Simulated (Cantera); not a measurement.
Input (Python, Cantera) and output of one run.

```python
import numpy as np
import cantera as ct

gas_names = [...]  # 136 gases of nasa_gas.yaml made of C, H, N, O
cond_names = """
    C(gr) C6H6(L) C7H8(L) C8H18(L),n-octa H2O(s) H2O(L)
""".split()


# ... load() reads the species with a 1 bar reference pressure and builds the phases ...
atoms = {
    'toluene': {'C': 7, 'H': 8},
    'O2': {'O': 2},
    'N2': {'N': 2},
}
top_T = {'C(gr)': 4500}  # K; cautious upper limits of use, not melting points


# ... equilibrate(T, P, feed) seeds the gas with the atoms and calls Mixture.equilibrate('TP', solver="vcs", rtol=1e-11, max_steps=5000) ...
results = []
feed = {'toluene': 1, 'O2': 0.06, 'N2': 0.36}  # mol
P = 101325  # Pa
for T in [1500, 1600, 1700, 1800, 1900, 2000, 2100, 2200, 2300, 2400]:
    mix = equilibrate(T, P, feed)
    results.append((T, P, feed, dict(zip(mix.species_names, mix.species_moles))))

top = {s: max(r[3][s] / sum(r[3][g] for g in gas_names) for r in results) for s in gas_names}
cols = sorted((s for s in top if top[s] > 0.001), key=lambda s: -top[s])[:9]
seen = [c for c in cond_names if any(r[3].get(c, 0) > 1e-12 for r in results)]
print("log10 of partial pressures in bar; condensed amounts in mol")
print(f"{'T/K':>10s}" + "".join(f"{s[:9]:>10s}" for s in cols + seen))
for T, P, feed, n in results:
    ng = sum(n[g] for g in gas_names)
    print(f"{T:10.4g}" + "".join(f"{np.log10(max(n[s] / ng * P / 1e5, 1e-99)):10.3f}" for s in cols)
          + "".join(f"{n.get(c, 0):10.4g}" for c in seen))
```

Output:

```
log10 of partial pressures in bar; condensed amounts in mol
       T/K        H2        N2        CO         H       HCN C2H2,acet       CH4       HNC     C(gr)
      1500    -0.045    -1.089    -1.566    -4.777    -3.543    -5.089    -2.680    -5.315      6.87
      1600    -0.044    -1.090    -1.566    -4.287    -3.256    -4.605    -2.876    -4.897     6.871
      1700    -0.044    -1.092    -1.566    -3.854    -3.004    -4.179    -3.049    -4.528     6.871
      1800    -0.044    -1.094    -1.566    -3.468    -2.781    -3.801    -3.203    -4.202     6.868
      1900    -0.045    -1.097    -1.566    -3.123    -2.582    -3.463    -3.340    -3.911     6.863
      2000    -0.046    -1.101    -1.567    -2.812    -2.405    -3.160    -3.464    -3.650     6.854
      2100    -0.047    -1.106    -1.567    -2.530    -2.245    -2.887    -3.576    -3.416      6.84
      2200    -0.049    -1.114    -1.567    -2.274    -2.102    -2.641    -3.679    -3.205     6.821
      2300    -0.052    -1.123    -1.568    -2.040    -1.974    -2.417    -3.774    -3.015     6.793
      2400    -0.057    -1.136    -1.570    -1.827    -1.859    -2.214    -3.865    -2.843     6.756
```

Method: chemical equilibrium by Gibbs-energy minimisation in Cantera with the NASA 1993 tables (ideal gas, pure condensed phases).
